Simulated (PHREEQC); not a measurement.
# Brine (model solution)

Dissolve 3.1 mol/kgw KCl and 0.056 mol/kgw K2SO4 at 25 °C. Closed to the air; pH follows from the charge balance.

All values are PHREEQC results (Pitzer model, pitzer.dat), not measurements.

Each row changes one thing in this solution. This is a speciation only: nothing precipitates in the calculation.

```json
[
 {"case": "as made", "pH": "6.99", "ionic strength (mol/kgw)": "3.27", "SI of Arcanite (K2SO4)": "-0.42"},
 {"case": "K2SO4 from 0.056 to 0.0616 mol/kgw", "pH": "7.00", "ionic strength (mol/kgw)": "3.29", "SI of Arcanite (K2SO4)": "___"},
 {"case": "temperature from 25 to 40 °C", "pH": "6.80", "ionic strength (mol/kgw)": "3.27", "SI of Arcanite (K2SO4)": "___"},
 {"case": "temperature from 25 to 65 °C", "pH": "6.57", "ionic strength (mol/kgw)": "3.27", "SI of Arcanite (K2SO4)": "___"},
 {"case": "KCl replaced by K2CO3 at the same molality", "pH": "12.61", "ionic strength (mol/kgw)": "9.46", "SI of Arcanite (K2SO4)": "___"}
]
```

Problem. What belongs in the gaps?

Solution. 
- K2SO4 from 0.056 to 0.0616 mol/kgw, SI of Arcanite (K2SO4): -0.38
- temperature from 25 to 40 °C, SI of Arcanite (K2SO4): -0.55
- temperature from 25 to 65 °C, SI of Arcanite (K2SO4): -0.75
- KCl replaced by K2CO3 at the same molality, SI of Arcanite (K2SO4): +0.18

Some of these states are supersaturated (in Arcanite, for instance). At this temperature some constants are extrapolated from 25 °C, and those without enthalpy data are left unchanged.
